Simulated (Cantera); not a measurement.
What does this Cantera script print?

```python
import numpy as np
import cantera as ct

gas_names = """
    B BCL BCL2 BCL3 BO BOCL BO2 B2 B2O B2O2 B2O3 B3O3CL3 CL CLO CL2 O O2 O3
""".split()
cond_names = """
    B(b) B(L) B2O3(L)
""".split()


# ... load() reads the species with a 1 bar reference pressure and builds the phases ...
atoms = {
    'B': {'B': 1},
    'Cl2': {'CL': 2},
    'O2': {'O': 2},
}
top_T = {}  # K; cautious upper limits of use, not melting points


# ... equilibrate(T, P, feed) seeds the gas with the atoms and calls Mixture.equilibrate('TP', solver="vcs", rtol=1e-11, max_steps=5000) ...
results = []
feed = {'B': 1, 'Cl2': 0.011, 'O2': 1.7}  # mol
T = 1700  # K
P = 34000  # Pa
mix = equilibrate(T, P, feed)
results.append((T, P, feed, dict(zip(mix.species_names, mix.species_moles))))
print(gas.report(threshold=1e-05))
for i in range(1, mix.n_phases):
    print(f"{mix.phase(i).name:16s} {mix.phase_moles(i):12.5e} mol")
```

Output:

```
       temperature   1700 K
          pressure   34000 Pa
           density   0.0776 kg/m^3
  mean mol. weight   32.26 kg/kmol
   phase of matter   gas

                          1 kg             1 kmol
                     ---------------   ---------------
          enthalpy        1.4825e+06        4.7825e+07  J
   internal energy        1.0443e+06         3.369e+07  J
           entropy            8438.1        2.7221e+05  J/K
    Gibbs function       -1.2862e+07       -4.1493e+08  J
 heat capacity c_p            1146.3             36981  J/K
 heat capacity c_v            888.61             28667  J/K

                      mass frac. Y      mole frac. X     chem. pot. / RT
                     ---------------   ---------------   ---------------
              BOCL        0.00035327        0.00018305           -66.374
               BO2        0.00070077         0.0005281           -62.113
              B2O3         0.0049646         0.0023006           -109.57
                CL          0.018636          0.016959           -18.912
               CLO        0.00030547        0.00019154           -33.563
               CL2         0.0058236         0.0026498           -37.825
                 O        3.7581e-05        7.5778e-05           -14.651
                O2           0.96918           0.97711           -29.301
     [  +10 minor]        2.5583e-07        7.2739e-08

B(b)              0.00000e+00 mol
B2O3(L)           4.97418e-01 mol
```

Equilibrium computed with Cantera from the NASA thermochemical tables; the gas is ideal and each condensed phase is pure. The tables' values for BOCl are old estimates; treat these amounts as uncertain.
